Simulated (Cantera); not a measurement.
An adiabatic, constant-volume homogeneous reactor starts with CH4 : O2 : N2 = 1 : 3.7 : 13.9 (molar parts), equivalence ratio 0.54, at 1173 K and 2.47 atm.

Computed with Cantera and GRI-Mech 3.0 (53 species, 325 reactions).

Problem. Predict: time of steepest temperature rise; temperature at 0.600 s; equilibrium temperature; x(O2) at 0.600 s; x(CO) at 0.600 s; x(NO2) at 0.600 s; x(HO2) at 0.600 s.

Solution. 
* **time of steepest temperature rise**: 20.5 ms
* **temperature at 0.600 s**: 2478 K
* **equilibrium temperature**: 2478 K
* **x(O2) at 0.600 s**: 0.0833 (gas-phase equilibrium 0.0833)
* **x(CO) at 0.600 s**: 0.00253 (gas-phase equilibrium 0.00253)
* **x(NO2) at 0.600 s**: 1.78e-5 (gas-phase equilibrium 1.78e-5)
* **x(HO2) at 0.600 s**: 1.04e-5 (gas-phase equilibrium 1.04e-5)
